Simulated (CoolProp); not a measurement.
Tetrahydrofuran along the isotherm 527 K: fugacity coefficient from the reference equation and from simpler models built on Tc = 540.2 K, pc = 53.04 bar, ω = 0.234; each cubic takes its own stable root.

Values from CoolProp's reference Helmholtz-energy equation of state, Fiedler 2023.

```json
[
 {"p (bar)": "0.252", "phase": "gas", "reference": "0.9983"},
 {"p (bar)": "0.425", "phase": "gas", "reference": "0.9971"},
 {"p (bar)": "0.717", "phase": "gas", "reference": "0.9951"},
 {"p (bar)": "1.21", "phase": "gas", "reference": "0.9917"},
 {"p (bar)": "2.04", "phase": "gas", "reference": "0.9859"},
 {"p (bar)": "3.44", "phase": "gas", "reference": "0.9763"},
 {"p (bar)": "5.81", "phase": "gas", "reference": "0.9600"},
 {"p (bar)": "9.81", "phase": "gas", "reference": "0.9326"},
 {"p (bar)": "16.6", "phase": "gas", "reference": "0.8861"},
 {"p (bar)": "27.9", "phase": "gas", "reference": "0.8085"},
 {"p (bar)": "47.1", "phase": "liquid", "reference": "0.6544"},
 {"p (bar)": "79.6", "phase": "liquid", "reference": "0.4272"}
]
```

Task: How far does each simpler model (van der Waals, Redlich-Kwong, Soave-Redlich-Kwong) lie from the reference over these 12 states: mean and median of the absolute difference, and the worst?

Result: 
- van der Waals: mean 2.7 %, median 0.5 %, worst +15.8 % at 527 K and 79.6 bar
- Redlich-Kwong: mean 0.8 %, median 0.0 %, worst +5.8 % at 527 K and 79.6 bar
- Soave-Redlich-Kwong: mean 0.5 %, median 0.0 %, worst +4.0 % at 527 K and 79.6 bar

At some of these states van der Waals gives the other phase, because its saturation line lies elsewhere.
